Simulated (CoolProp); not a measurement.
Vapour-liquid equilibrium of nitrogen (1) + methane (2) at 99.3 K; x and y are mole fractions of (1).

Model: multi-fluid Helmholtz-energy mixture model, Span 2000 and Setzmann 1991; pair parameters Kunz 2012, in CoolProp.

### Question
Give the bubble pressure and the first vapour's composition at x = 0.275, 0.575, 0.65. Is there an azeotrope?

### Answer
x = 0.275: 0.3088 MPa, y = 0.908; x = 0.575: 0.4840 MPa, y = 0.954; x = 0.65: 0.5229 MPa, y = 0.961. No azeotrope shows between x = 0.05 and 0.95.

The pair parameters rest on a limited set of measurements; away from them the model extrapolates. The gap from Raoult's law changes sign with composition, which may be real or a fault of the pair parameters; it wasn't checked against measurements. With so large a gap from Raoult's law the liquid may split in two, which this calculation doesn't test in full.
